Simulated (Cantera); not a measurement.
# Thermodynamics of carbothermic reduction, feed TiO2 + C + CO + CH4

Feed: 1 mol TiO2, 1.3 mol C, 0.039 mol CO, 5.3 mol CH4, at 0.133 bar.

These are equilibrium values from Cantera (NASA tables, ideal gas, pure condensed phases), not measurements of a reactor. Candidate condensed phases: C, C6H6, C7H8, C8H18, H2O, Ti, TiC, TiO, TiO2, Ti2O3, Ti3O5, Ti4O7; 113 gas species. TiC: taken at fixed stoichiometry. The numbers say what is thermodynamically allowed, not how fast it happens.

| T (°C) | x H2 | x CO | x H | x C2H2 (acetylene) | n C(graphite) | n TiC(s) |
|---|---|---|---|---|---|---|
| 1550 | 0.837 | 0.161 | 0.00109 | 0.000177 | 3.59 | 1.00 |
| 1650 | 0.836 | 0.161 | 0.00236 | 0.000377 | 3.59 | 1.00 |
| 1750 | 0.834 | 0.161 | 0.00475 | 0.000745 | 3.58 | 1.00 |
| 1850 | 0.829 | 0.161 | 0.00895 | 0.00137 | 3.56 | 1.000 |
| 1950 | 0.822 | 0.160 | 0.0159 | 0.00238 | 3.54 | 1.000 |
| 2050 | 0.810 | 0.159 | 0.0268 | 0.00392 | 3.50 | 1.000 |
| 2150 | 0.793 | 0.158 | 0.0432 | 0.00613 | 3.44 | 1.000 |
| 2250 | 0.768 | 0.156 | 0.0667 | 0.00915 | 3.36 | 1.000 |
x: gas mole fraction; n: condensed amount in mol.

From 1550 °C to 2250 °C the condensed part is C(graphite) + TiC(s).
